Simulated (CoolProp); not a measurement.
Vapour-liquid equilibrium of n-decane (1) + n-dodecane (2) at 0.00286 MPa; x and y are mole fractions of (1).

Computed with CoolProp (multi-fluid Helmholtz-energy mixture model, Lemmon 2006 and Lemmon 2004; pair parameters Bell 2016).

```tsv
x	bubble temperature, mixture model (K)	bubble temperature, Raoult's law (K)	y, mixture model	y, Raoult's law
0.05	377.1	377.0	0.190	0.195
0.125	372.4	372.3	0.400	0.404
0.2	368.4	368.3	0.550	0.551
0.275	364.8	364.9	0.658	0.656
0.35	361.8	361.9	0.738	0.735
0.425	359.1	359.2	0.798	0.796
0.5	356.7	356.9	0.845	0.843
0.575	354.5	354.7	0.882	0.881
0.65	352.6	352.8	0.912	0.912
0.725	350.9	351.0	0.937	0.937
0.8	349.3	349.4	0.958	0.958
0.875	347.8	347.9	0.975	0.976
0.95	346.5	346.5	0.991	0.991
```

The largest gap from Raoult's law is -0.2 K in bubble temperature, at x = 0.5. No azeotrope shows between x = 0.05 and 0.95.

Pair parameters are fitted to limited data, so mixtures are less certain than the pure fluids.
